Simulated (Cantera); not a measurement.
Cantera run:

```python
import numpy as np
import cantera as ct

gas_names = """
    CL CL2 H HCL H2 Si SiCL SiCL2 SiCL3 SiCL4 SiH SiHCL3 SiH2 SiH2CL2 SiH3 SiH3CL SiH4 Si2 Si3
""".split()
cond_names = """
    Si(cr) Si(L)
""".split()


# ... load() reads the species with a 1 bar reference pressure and builds the phases ...
atoms = {
    'SiH4': {'Si': 1, 'H': 4},
    'HCl': {'H': 1, 'CL': 1},
    'H2': {'H': 2},
}
top_T = {}  # K; cautious upper limits of use, not melting points


# ... equilibrate(T, P, feed) seeds the gas with the atoms and calls Mixture.equilibrate('TP', solver="vcs", rtol=1e-11, max_steps=5000) ...
results = []
feed = {'SiH4': 1, 'HCl': 0.26, 'H2': 12}  # mol
P = 310  # Pa
for T in [925, 1025, 1125, 1225, 1325, 1425, 1525, 1625, 1725]:
    mix = equilibrate(T, P, feed)
    results.append((T, P, feed, dict(zip(mix.species_names, mix.species_moles))))
    x = sorted(zip(gas.X, gas.species_names), reverse=True)
    print(f"T = {T:g} K  P = {P:g} Pa  gas = {mix.phase_moles(0):.4g} mol")
    print("   x: " + "  ".join(f"{s} {v:.3e}" for v, s in x if v > 1e-05))
    print("   condensed (mol): " + ("  ".join(f"{mix.phase(i).name} {mix.phase_moles(i):.4g}"
          for i in range(1, mix.n_phases) if mix.phase_moles(i) > 1e-12) or "none"))
```

Result:

```
T = 925 K  P = 310 Pa  gas = 14.23 mol
   x: H2 9.883e-01  HCL 9.185e-03  SiCL4 1.659e-03  SiHCL3 6.484e-04  SiCL2 1.232e-04  SiCL3 7.176e-05  SiH2CL2 2.489e-05
   condensed (mol): Si(cr) 0.964
T = 1025 K  P = 310 Pa  gas = 14.25 mol
   x: H2 9.838e-01  HCL 1.517e-02  SiCL2 4.174e-04  SiCL4 3.465e-04  SiHCL3 1.931e-04  SiCL3 8.324e-05  SiH2CL2 1.194e-05
   condensed (mol): Si(cr) 0.985
T = 1125 K  P = 310 Pa  gas = 14.26 mol
   x: H2 9.826e-01  HCL 1.672e-02  SiCL2 6.028e-04  SiCL3 3.658e-05  SiHCL3 2.789e-05  SiCL4 2.732e-05
   condensed (mol): Si(cr) 0.99
T = 1225 K  P = 310 Pa  gas = 14.26 mol
   x: H2 9.825e-01  HCL 1.677e-02  SiCL2 6.980e-04  SiCL3 1.456e-05
   condensed (mol): Si(cr) 0.9897
T = 1325 K  P = 310 Pa  gas = 14.26 mol
   x: H2 9.825e-01  HCL 1.666e-02  SiCL2 7.740e-04  H 2.911e-05
   condensed (mol): Si(cr) 0.9888
T = 1425 K  P = 310 Pa  gas = 14.26 mol
   x: H2 9.825e-01  HCL 1.654e-02  SiCL2 8.402e-04  H 1.214e-04
   condensed (mol): Si(cr) 0.9879
T = 1525 K  P = 310 Pa  gas = 14.26 mol
   x: H2 9.822e-01  HCL 1.642e-02  SiCL2 8.981e-04  H 4.211e-04
   condensed (mol): Si(cr) 0.987
T = 1625 K  P = 310 Pa  gas = 14.27 mol
   x: H2 9.814e-01  HCL 1.629e-02  H 1.255e-03  SiCL2 9.473e-04  Si 5.255e-05  CL 1.641e-05  SiCL 1.314e-05
   condensed (mol): Si(cr) 0.9853
T = 1725 K  P = 310 Pa  gas = 14.29 mol
   x: H2 9.791e-01  HCL 1.625e-02  H 3.301e-03  SiCL2 9.300e-04  Si 3.275e-04  CL 4.242e-05  SiCL 4.123e-05  SiH 2.578e-05  SiH2 1.688e-05
   condensed (mol): Si(L) 0.9808
```

Equilibrium computed with Cantera from the NASA thermochemical tables; the gas is ideal and each condensed phase is pure. The tables' values for SiCl3, SiCl are old estimates; treat these amounts as uncertain. Gases not in the tables: Si2H6 and higher silanes.
